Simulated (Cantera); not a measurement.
Charge: 1 mol Si, 0.07 mol CO₂, 2.6 mol H₂, equilibrated at 575 °C and 0.850 bar.

These are equilibrium values from Cantera (NASA tables, ideal gas, pure condensed phases), not measurements of a reactor. Candidate condensed phases: C, C₆H₆, C₇H₈, C₈H₁₈, H₂O, Si, SiC, SiO₂; 123 gas species. The numbers say what is thermodynamically allowed, not how fast it happens.

Task: What is the equilibrium state?

Result: 
```
Quantity                                    Result
--------------------------------------  ----------
x(H₂)                                        1.000
x(CH₄)                                     4.39e-5
n(Si(s))                                 0.860 mol
n(SiC(s))                               0.0699 mol
n(SiO₂(β-quartz))                       0.0700 mol
gas amount                               2.600 mol
log10 activity of C(graphite) (absent)       -4.09
```
